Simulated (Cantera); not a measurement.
Standard-state values (1 bar) from the NASA 1993 polynomials, evaluated with Cantera. Values are per mole of reaction as written; species without (g) are pure solids or liquids, kept so even where they would boil at 1 bar.

V2O5 + N(g) = NO2(g) + V2O3

| T (K) | ΔH° (kJ) | ΔS° (J/K) | ΔG° (kJ) | log10 K | condensed phases |
|---|---|---|---|---|---|
| 648 | (withheld) | (withheld) | (withheld) | (withheld) | V2O5(s), V2O3(s) |
| 848 | -114.6 | 39.8 | -148.3 | 9.14 | V2O5(s), V2O3(s) |
| 1048 | -182.7 | -32.4 | -148.7 | 7.41 | V2O5(l), V2O3(s) |
| 1248 | (withheld) | (withheld) | (withheld) | (withheld) | V2O5(l), V2O3(s) |
| 1448 | -187.3 | -36.3 | -134.8 | 4.86 | V2O5(l), V2O3(s) |
| 1648 | -187.5 | -36.4 | -127.5 | 4.04 | V2O5(l), V2O3(s) |
| 1848 | (withheld) | (withheld) | (withheld) | (withheld) | V2O5(l), V2O3(s) |
| 2048 | -183.3 | -34.1 | -113.3 | 2.89 | V2O5(l), V2O3(s) |

Question: Fill in the missing entries.

Answer: 
- 648, ΔH° (kJ): -111.6
- 648, ΔS° (J/K): 43.8
- 648, ΔG° (kJ): -140.0
- 648, log10 K: 11.28
- 1248, ΔH° (kJ): -185.7
- 1248, ΔS° (J/K): -35.1
- 1248, ΔG° (kJ): -142.0
- 1248, log10 K: 5.94
- 1848, ΔH° (kJ): -186.1
- 1848, ΔS° (J/K): -35.6
- 1848, ΔG° (kJ): -120.3
- 1848, log10 K: 3.40
